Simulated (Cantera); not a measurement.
An isothermal, constant-pressure homogeneous reactor starts with NO : N2 = 1 : 18 (molar parts), at 1925 K and 1.01 bar. Integrator tolerance rtol = 1e-08.

Detailed kinetics in Cantera: GRI-Mech 3.0 (53 species, 325 reactions).

Problem. What does this change do: pressure from 1.01 bar to 0.133 bar?

Solution. 
| quantity | before | after |
|---|---|---|
| x(NO) at 2.00 s | 0.0426 (gas-phase equilibrium 0.00238) | 0.0507 (gas-phase equilibrium 0.00238) |
| x(NO2) at 2.00 s | 1.38e-5 (gas-phase equilibrium 1.63e-6) | 3.21e-6 (gas-phase equilibrium 5.89e-7) |
| x(N2) at 2.00 s | 0.952 (gas-phase equilibrium 0.972) | 0.948 (gas-phase equilibrium 0.972) |
| x(O) at 2.00 s | 2.78e-5 (gas-phase equilibrium 5.82e-5) | 4.35e-5 (gas-phase equilibrium 0.000160) |
| x(O2) at 2.00 s | 0.00501 (gas-phase equilibrium 0.0251) | 0.000958 (gas-phase equilibrium 0.0250) |
| x(N2O) at 2.00 s | 8.98e-7 (gas-phase equilibrium 1.51e-7) | 1.14e-6 (gas-phase equilibrium 5.47e-8) |

Problem. What does this change do: NO 1 to 0.44 parts?

Solution. 
```tsv
quantity	before	after
x(NO) at 2.00 s	0.0426 (gas-phase equilibrium 0.00238)	0.0214 (gas-phase equilibrium 0.00160)
x(NO2) at 2.00 s	1.38e-5 (gas-phase equilibrium 1.63e-6)	3.61e-6 (gas-phase equilibrium 7.26e-7)
x(N2) at 2.00 s	0.952 (gas-phase equilibrium 0.972)	0.977 (gas-phase equilibrium 0.987)
x(O) at 2.00 s	2.78e-5 (gas-phase equilibrium 5.82e-5)	1.45e-5 (gas-phase equilibrium 3.88e-5)
x(O2) at 2.00 s	0.00501 (gas-phase equilibrium 0.0251)	0.00120 (gas-phase equilibrium 0.0111)
x(N2O) at 2.00 s	8.98e-7 (gas-phase equilibrium 1.51e-7)	2.50e-7 (gas-phase equilibrium 1.02e-7)
```

Problem. What does this change do: temperature 1925 to 1575 K?

Solution. 
| quantity | before | after |
|---|---|---|
| x(NO) at 2.00 s | 0.0426 (gas-phase equilibrium 0.00238) | 0.0524 (gas-phase equilibrium 0.000681) |
| x(NO2) at 2.00 s | 1.38e-5 (gas-phase equilibrium 1.63e-6) | 1.09e-5 (gas-phase equilibrium 1.04e-6) |
| x(N2) at 2.00 s | 0.952 (gas-phase equilibrium 0.972) | 0.948 (gas-phase equilibrium 0.973) |
| x(O) at 2.00 s | 2.78e-5 (gas-phase equilibrium 5.82e-5) | 2.41e-7 (gas-phase equilibrium 1.72e-6) |
| x(O2) at 2.00 s | 0.00501 (gas-phase equilibrium 0.0251) | 0.000125 (gas-phase equilibrium 0.0260) |
| x(N2O) at 2.00 s | 8.98e-7 (gas-phase equilibrium 1.51e-7) | 9.94e-7 (gas-phase equilibrium 4.58e-8) |
